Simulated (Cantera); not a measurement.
Mixture: CH4 : O2 : N2 = 1 : 3.28 : 12.3 (molar parts), at 2400 Torr, adiabatic and at constant pressure. Ignition delay is the time to a rise of 400 K.

Detailed kinetics in Cantera: GRI-Mech 3.0 (53 species, 325 reactions).

Task: Predict: delay at 1200 K; delay at 1300 K; delay at 1400 K; delay at 1500 K; apparent activation energy between 1450 and 1550 K.

Result: 
| Quantity | Value |
|---|---|
| delay at 1200 K | 12.2 ms |
| delay at 1300 K | 3.44 ms |
| delay at 1400 K | 1.10 ms |
| delay at 1500 K | 0.396 ms |
| apparent activation energy between 1450 and 1550 K | 180 kJ/mol |
